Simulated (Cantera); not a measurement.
Feed: 1 mol V, 0.45 mol NH3, 7.9 mol H2, 0.96 mol N2, at 1.00 mbar.

These are equilibrium values from Cantera (NASA tables, ideal gas, pure condensed phases), not measurements of a reactor. Candidate condensed phases: V, VN; 11 gas species. VN: taken at fixed stoichiometry. Condensed phases not in the tables: V2N, N, O or C dissolved in the metal. Rates play no part.

x: gas mole fraction; n: condensed amount in mol.

| T (°C) | x H2 | x H | x N2 | x V | n VN(s) | n V(s) | n V(l) |
|---|---|---|---|---|---|---|---|
| 1375 | 0.923 | 0.00271 | 0.0739 | 1.24e-6 | 1.000 | 0 | 0 |
| 1475 | 0.919 | (withheld) | 0.0737 | (withheld) | 1.000 | 0 | 0 |
| 1575 | 0.864 | 0.0156 | 0.120 | 0.000190 | 0 | 0.998 | 0 |
| 1675 | 0.847 | 0.0329 | 0.119 | 0.00103 | 0 | 0.990 | 0 |
| 1775 | 0.814 | 0.0639 | 0.117 | 0.00468 | 0 | 0.953 | 0 |
| 1875 | 0.755 | 0.115 | 0.112 | 0.0184 | 0 | 0.805 | 0 |
| 1975 | 0.648 | 0.187 | 0.103 | 0.0620 | 0 | 0 | 0.284 |
| 2075 | 0.539 | 0.287 | 0.0943 | 0.0796 | 0 | 0 | 0 |
| 2175 | 0.427 | 0.411 | 0.0875 | 0.0738 | 0 | 0 | 0 |
| 2275 | 0.309 | 0.543 | 0.0802 | 0.0677 | 0 | 0 | 0 |
| 2375 | (withheld) | (withheld) | 0.0737 | 0.0622 | 0 | 0 | 0 |
| 2475 | 0.122 | 0.751 | 0.0688 | 0.0580 | 0 | 0 | 0 |
| 2575 | 0.0701 | 0.809 | 0.0656 | 0.0553 | 0 | 0 | 0 |

Task: What belongs in the gaps?

Result: 
- 1475, x H: 0.00693
- 1475, x V: 2.46e-5
- 2375, x H2: 0.202
- 2375, x H: 0.662
